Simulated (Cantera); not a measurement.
Feed: 1 mol Ta2O5, 0.62 mol CH4, 1.4 mol H2, equilibrated at 975 °C and 100000 Pa.

Cantera equilibrium calculation (NASA polynomials, part measured and part estimated; ideal gas, pure solids and liquids). Mutual solubility and eutectic melting of coexisting phases are not modelled. TaC: taken at fixed stoichiometry. Condensed phases not in the tables: Ta2C. The numbers say what is thermodynamically allowed, not how fast it happens.

| species | before | after |
|---|---|---|
| H2 | 0.872 | 0.853 |
| CO | 0.117 | 0.141 |
| CH4 | 0.00849 | 0.00386 |
| H2O | 0.00157 | 0.00140 |
| CO2 | 0.000136 | 0.000149 |
| C(graphite), mol | 0.105 | 0 |
| TaC(s), mol | 0.141 | 0.175 |
| Ta2O5(s), mol | 0.929 | 0.912 |
Gas species are given as mole fractions.

Task: What was changed between the two runs?
(A) temperature from 975 °C to 925 °C
(B) temperature from 975 °C to 2350 °C
(C) pressure from 100000 Pa to 60000 Pa
(D) temperature from 975 °C to 1875 °C

Result: C, pressure from 100000 Pa to 60000 Pa
